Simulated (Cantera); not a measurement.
Charge: 1 mol Fe2O3, 2.9 mol H2O, 1.1 mol H2, held at 1 atm.

Cantera equilibrium calculation (NASA polynomials, part measured and part estimated; ideal gas, pure solids and liquids). Candidate condensed phases: Fe, FeO, Fe(OH)2, Fe(OH)3, Fe2O3, Fe3O4, H2O; 12 gas species. Mutual solubility and eutectic melting of coexisting phases are not modelled. The tables' stoichiometric FeO is somewhat more stable than real wüstite, so its field is too wide. FeO: taken at fixed stoichiometry. Kinetics and transport are ignored.

Which condensed phases are stable at each of these points (T (K)): 1025, 1100, 1175, 1250, 1325, 1400, 1475, 1550, 1625, 1700?


```tsv
T (K)	condensed phases	Fe condensed (%)
1025	FeO(s) + Fe3O4(s)	100.0
1100	FeO(s) + Fe3O4(s)	100.0
1175	FeO(s) + Fe3O4(s)	100.0
1250	FeO(s) + Fe3O4(s)	100.0
1325	FeO(s) + Fe3O4(s)	100.0
1400	FeO(s)	100.0
1475	FeO(s)	100.0
1550	FeO(s)	100.0
1625	FeO(s)	100.0
1700	FeO(l)	100.0
```

From 1025 K to 1325 K the condensed part is FeO(s) + Fe3O4(s). From 1400 K to 1625 K the condensed part is FeO(s). At 1700 K the condensed part is FeO(l).
